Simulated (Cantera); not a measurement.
# PbO + H₂ + O₂ (iron carbonyl, mercury and lead vapours)

Feed: 1 mol PbO, 0.12 mol H₂, 0.71 mol O₂, at 1.33 mbar.

Method: chemical equilibrium by Gibbs-energy minimisation in Cantera with the NASA 1993 tables (ideal gas, pure condensed phases). Candidate condensed phases: H₂O, Pb, PbO, PbO₂, Pb₃O₄; 12 gas species. Gases not in the tables: (PbO)n polymers. The numbers say what is thermodynamically allowed, not how fast it happens.

From 648 K to 748 K the condensed part is PbO(red). From 848 K to 1148 K the condensed part is PbO(yellow). At 1248 K the condensed part is PbO(l).

| T (K) | x O₂ | x H₂O | x PbO | x Pb | n PbO(red) | n PbO(yellow) | n PbO(l) |
|---|---|---|---|---|---|---|---|
| 648 | 0.844 | 0.156 | 2.51e-12 | <1e-12 | 1.00 | 0 | 0 |
| 748 | 0.844 | 0.156 | 2.79e-9 | <1e-12 | 1.00 | 0 | 0 |
| 848 | 0.844 | 0.156 | 5.69e-7 | 3.56e-11 | 0 | 1.00 | 0 |
| 948 | 0.844 | 0.156 | 3.67e-5 | 1.51e-8 | 0 | 1.000 | 0 |
| 1048 | 0.843 | 0.156 | 0.00105 | 1.97e-6 | 0 | 0.999 | 0 |
| 1148 | 0.830 | 0.153 | 0.0162 | 0.000109 | 0 | 0.987 | 0 |
| 1248 | 0.731 | 0.135 | 0.132 | 0.00271 | 0 | 0 | 0.880 |
x: gas mole fraction; n: condensed amount in mol.
